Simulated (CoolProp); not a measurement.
Saturation properties of R141b.

Computed with CoolProp (reference Helmholtz-energy equation of state, Lemmon 2006). It is a short technical equation, of lower accuracy than the large ones.

```
T (°C)  p (MPa)  surface tension (mN/m)  liquid viscosity (µPa s)
------  -------  ----------------------  ------------------------
65.15       ___                    13.4                       266
76.85    0.3891                     ___                       ___
88.45    0.5187                    10.7                       212
100.15      ___                    9.40                       189
111.85      ___                     ___                       169
123.45    1.106                    6.92                       151
135.15    1.382                    5.73                       135
146.85    1.705                    4.58                       120
158.45    2.078                    3.49                       106
```

Complete the blanks.


- 65.15, p (MPa): 0.2847
- 76.85, surface tension (mN/m): 12.0
- 76.85, liquid viscosity (µPa s): 237
- 100.15, p (MPa): 0.6796
- 111.85, p (MPa): 0.8747
- 111.85, surface tension (mN/m): 8.14

It boils at 32.0 °C under 1 atm.

Viscosity comes from a separate model (Huber 2003), an estimate that may be off by 10 % or more. Surface tension comes from a separate correlation (Mulero 2012).
